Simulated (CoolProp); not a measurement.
Sulfur hexafluoride along the isobar 4.57 MPa: Z from the reference equation and from simpler models built on Tc = 45.6 °C, pc = 3.755 MPa, ω = 0.210; each cubic takes its own stable root.

Computed with CoolProp (reference Helmholtz-energy equation of state, Guder 2009).

```
T (°C)          phase  reference
------  -------------  ---------
-14.55         liquid     0.1837
-3.35          liquid     0.1832
7.85           liquid     0.1841
19.05          liquid     0.1872
30.25          liquid     0.1937
41.35          liquid     0.2080
52.55   supercritical     0.2668
63.75   supercritical     0.5063
74.95   supercritical     0.6094
86.15   supercritical     0.6744
97.35   supercritical     0.7221
```

How far does each simpler model (van der Waals, Redlich-Kwong, Soave-Redlich-Kwong, Peng-Robinson) lie from the reference over these 11 states: mean and median of the absolute difference, and the worst?


- van der Waals: mean 31.6 %, median 44.1 %, worst +50.9 % at -14.55 °C and 4.57 MPa
- Redlich-Kwong: mean 9.6 %, median 9.9 %, worst +17.7 % at 41.35 °C and 4.57 MPa
- Soave-Redlich-Kwong: mean 7.6 %, median 6.4 %, worst +19.2 % at 52.55 °C and 4.57 MPa
- Peng-Robinson: mean 4.4 %, median 3.6 %, worst +10.1 % at 52.55 °C and 4.57 MPa
